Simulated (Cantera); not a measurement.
# Equilibrium for metals in furnace atmospheres: Cu + CO + H2

Feed: 1 mol Cu, 14 mol CO, 120 mol H2, held at 1000 Pa.

Equilibrium computed with Cantera from the NASA thermochemical tables; the gas is ideal and each condensed phase is pure. Candidate condensed phases: C, C6H6, C7H8, C8H18, Cu, CuO, Cu(OH)2, Cu2O, H2O; 113 gas species. Kinetics and transport are ignored.

| T (K) | x H2 | x CO | x H | x Cu | x CH4 | x H2O | n Cu(s) | n Cu(l) |
|---|---|---|---|---|---|---|---|---|
| 1250 | 0.895 | 0.104 | 4.57e-6 | 4.64e-6 | 3.65e-5 | 3.40e-5 | 0.999 | 0 |
| 1300 | 0.895 | 0.104 | 1.05e-5 | 1.58e-5 | 2.39e-5 | 2.25e-5 | 0.998 | 0 |
| 1350 | 0.895 | 0.104 | 2.26e-5 | 4.89e-5 | 1.61e-5 | 1.54e-5 | 0.993 | 0 |
| 1400 | 0.895 | 0.104 | 4.60e-5 | 0.000135 | 1.10e-5 | 1.09e-5 | 0 | 0.982 |
| 1450 | 0.895 | 0.104 | 8.95e-5 | 0.000344 | 7.68e-6 | 8.04e-6 | 0 | 0.954 |
| 1500 | 0.895 | 0.104 | 0.000166 | 0.000822 | 5.34e-6 | 6.18e-6 | 0 | 0.890 |
| 1550 | 0.894 | 0.104 | 0.000298 | 0.00186 | 3.68e-6 | 4.98e-6 | 0 | 0.750 |
| 1600 | 0.891 | 0.104 | 0.000513 | 0.00398 | 2.50e-6 | 4.20e-6 | 0 | 0.464 |
| 1650 | 0.888 | 0.104 | 0.000856 | 0.00739 | 1.69e-6 | 3.68e-6 | 0 | 0 |
| 1700 | 0.888 | 0.104 | 0.00139 | 0.00739 | 1.14e-6 | 3.35e-6 | 0 | 0 |
| 1750 | 0.887 | 0.104 | 0.00219 | 0.00739 | 7.79e-7 | 3.12e-6 | 0 | 0 |
| 1800 | 0.886 | 0.104 | 0.00337 | 0.00739 | 5.36e-7 | 2.94e-6 | 0 | 0 |
| 1850 | 0.884 | 0.103 | 0.00507 | 0.00739 | 3.74e-7 | 2.80e-6 | 0 | 0 |
| 1900 | 0.882 | 0.103 | 0.00745 | 0.00738 | 2.64e-7 | 2.69e-6 | 0 | 0 |
x: gas mole fraction; n: condensed amount in mol.

From 1250 K to 1350 K the condensed part is Cu(s). From 1400 K to 1600 K the condensed part is Cu(l). From 1650 K to 1900 K nothing is condensed. The main Cu-bearing gas is Cu throughout.
